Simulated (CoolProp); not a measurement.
R11 at 472.45 K and 0.108 MPa is throttled through a valve to 0.0469 MPa with no heat exchange. Each further row changes one setting.

Computed with CoolProp (reference Helmholtz-energy equation of state, Jacobsen 1992).

```csv
case,temperature change (K),final density (kg/m³)
as stated,-0.6,?
outlet pressure 0.0141 MPa,?,?
outlet pressure 0.061 MPa,?,?
```

Task: Complete the blanks.

Result: 
- as stated, final density (kg/m³): 1.65
- outlet pressure 0.0141 MPa, temperature change (K): -1.0
- outlet pressure 0.0141 MPa, final density (kg/m³): 0.495
- outlet pressure 0.061 MPa, temperature change (K): -0.5
- outlet pressure 0.061 MPa, final density (kg/m³): 2.15
